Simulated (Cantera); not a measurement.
Cantera run:

```python
import numpy as np
import cantera as ct

gas_names = """
    CL CL2 H HCL H2 N NH NH2 NH3 N2 N2H2 N2H4 Si SiCL SiCL2 SiCL3 SiCL4 SiH SiHCL3 SiH2 SiH2CL2 SiH3
    SiH3CL SiH4 SiN Si2 Si2N Si3
""".split()
cond_names = """
    NH4CL(a) NH4CL(b) Si(cr) Si(L) Si3N4(a)
""".split()


def load(file, names, dense=False):
    # The tables refer to 1 bar. Condensed volumes are neglected.
    table = {s.name: s for s in ct.Species.list_from_file(file)}
    out = []
    for n in names:
        d = dict(table[n].input_data)
        d["thermo"] = dict(d["thermo"], **{"reference-pressure": 1e5})
        if dense:
            d["equation-of-state"] = {"model": "constant-volume", "density": "1e6 g/cm^3"}
        out.append(ct.Species.from_dict(d))
    return out


gas = ct.Solution(thermo="ideal-gas", species=load("nasa_gas.yaml", gas_names))
cond = {s.name: ct.Solution(thermo="fixed-stoichiometry", species=[s], name=s.name)
        for s in load("nasa_condensed.yaml", cond_names, dense=True)}
atoms = {
    'SiCl4': {'Si': 1, 'CL': 4},
    'N2': {'N': 2},
    'H2': {'H': 2},
    'NH3': {'N': 1, 'H': 3},
}
top_T = {'Si3N4(a)': 2400}  # K; cautious upper limits of use, not melting points


def equilibrate(T, P, feed):
    n = {}
    for name, mol in feed.items():
        for a, k in atoms[name].items():
            n[a] = n.get(a, 0.0) + k * mol
    gas.TPX = T, P, n
    mass = sum(n.values()) * gas.mean_molecular_weight
    gas.equilibrate("TP")
    valid = [c for c in cond.values() if c.min_temp <= T <= top_T.get(c.name, c.max_temp)]
    mix = ct.Mixture([(gas, mass / gas.mean_molecular_weight)] + [(c, 0.0) for c in valid])
    mix.T, mix.P = T, P
    mix.equilibrate("TP", solver="vcs", rtol=1e-11, max_steps=5000)
    return mix


results = []
feed = {'SiCl4': 1, 'N2': 8.8, 'H2': 6.3, 'NH3': 4.3}  # mol
P = 1333.22  # Pa
for T in [1425, 1500, 1575, 1650, 1725, 1800, 1875]:
    mix = equilibrate(T, P, feed)
    results.append((T, P, feed, dict(zip(mix.species_names, mix.species_moles))))
    x = sorted(zip(gas.X, gas.species_names), reverse=True)
    print(f"T = {T:g} K  P = {P:g} Pa  gas = {mix.phase_moles(0):.4g} mol")
    print("   x: " + "  ".join(f"{s} {v:.3e}" for v, s in x if v > 0.0001))
    print("   condensed (mol): " + ("  ".join(f"{mix.phase(i).name} {mix.phase_moles(i):.4g}"
          for i in range(1, mix.n_phases) if mix.phase_moles(i) > 1e-12) or "none"))
```

It prints:

```
T = 1425 K  P = 1333.22 Pa  gas = 25.07 mol
   x: H2 4.318e-01  N2 4.120e-01  HCL 1.532e-01  SiCL2 2.448e-03  SiCL3 2.731e-04  SiCL4 1.199e-04
   condensed (mol): Si3N4(a) 0.3094
T = 1500 K  P = 1333.22 Pa  gas = 25.14 mol
   x: H2 4.348e-01  N2 4.136e-01  HCL 1.445e-01  SiCL2 6.470e-03  SiCL3 4.078e-04  H 1.005e-04
   condensed (mol): Si3N4(a) 0.2748
T = 1575 K  P = 1333.22 Pa  gas = 25.27 mol
   x: H2 4.399e-01  N2 4.164e-01  HCL 1.291e-01  SiCL2 1.369e-02  SiCL3 4.848e-04  H 2.387e-04
   condensed (mol): Si3N4(a) 0.2133
T = 1650 K  P = 1333.22 Pa  gas = 25.44 mol
   x: H2 4.465e-01  N2 4.201e-01  HCL 1.089e-01  SiCL2 2.337e-02  H 5.257e-04  SiCL3 4.570e-04  CL 1.005e-04
   condensed (mol): Si3N4(a) 0.1308
T = 1725 K  P = 1333.22 Pa  gas = 25.63 mol
   x: H2 4.531e-01  N2 4.239e-01  HCL 8.767e-02  SiCL2 3.351e-02  H 1.083e-03  SiCL3 3.591e-04  CL 1.622e-04
   condensed (mol): Si3N4(a) 0.04256
T = 1800 K  P = 1333.22 Pa  gas = 25.74 mol
   x: H2 4.553e-01  N2 4.255e-01  HCL 7.799e-02  SiCL2 3.805e-02  H 2.092e-03  CL 2.743e-04  SiCL3 2.564e-04  SiCL 2.535e-04  Si 2.194e-04
   condensed (mol): none
T = 1875 K  P = 1333.22 Pa  gas = 25.78 mol
   x: H2 4.531e-01  N2 4.248e-01  HCL 7.901e-02  SiCL2 3.729e-02  H 3.822e-03  Si 6.581e-04  CL 5.046e-04  SiCL 5.037e-04  SiCL3 1.860e-04
   condensed (mol): none
```

Equilibrium computed with Cantera from the NASA thermochemical tables; the gas is ideal and each condensed phase is pure. The tables' values for SiCl, SiCl3, SiN are old estimates; treat these amounts as uncertain. Gases not in the tables: Si2H6 and higher silanes.
